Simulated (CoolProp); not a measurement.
Properties of neopentane along the isobar 159 bar (Tc = 160.6 °C, pc = 31.96 bar, ω = 0.196).

Computed with CoolProp (reference Helmholtz-energy equation of state, Lemmon 2006). It is a short technical equation, of lower accuracy than the large ones.

```
T (°C)          phase  cv (kJ/(kg K))  speed of sound (m/s)  Joule-Thomson coefficient (K/MPa)  isothermal compressibility (1/MPa)  fugacity coefficient
------  -------------  --------------  --------------------  ---------------------------------  ----------------------------------  --------------------
69.55          liquid           1.919                 840.8                            -0.3055                            0.003187               0.06430
78.15          liquid           1.955                 810.0                            -0.2817                            0.003479               0.07603
86.65          liquid           1.991                 780.3                            -0.2570                            0.003800               0.08878
95.25          liquid           2.027                 750.8                            -0.2306                            0.004162                0.1028
103.85         liquid           2.063                 722.1                            -0.2028                            0.004568                0.1180
112.45         liquid           2.098                 694.1                            -0.1733                            0.005021                0.1342
121.05         liquid           2.134                 666.8                            -0.1421                            0.005528                0.1515
129.65         liquid           2.169                 640.3                            -0.1090                            0.006096                0.1697
138.25         liquid           2.204                 614.7                           -0.07387                            0.006731                0.1888
146.85         liquid           2.239                 589.9                           -0.03661                            0.007441                0.2086
155.35         liquid           2.274                 566.4                           0.002380                            0.008222                0.2290
163.95  supercritical           2.309                 543.6                            0.04406                            0.009102                0.2501
172.55  supercritical           2.343                 521.8                            0.08797                             0.01008                0.2717
181.15  supercritical           2.378                 501.0                             0.1341                             0.01115                0.2938
```
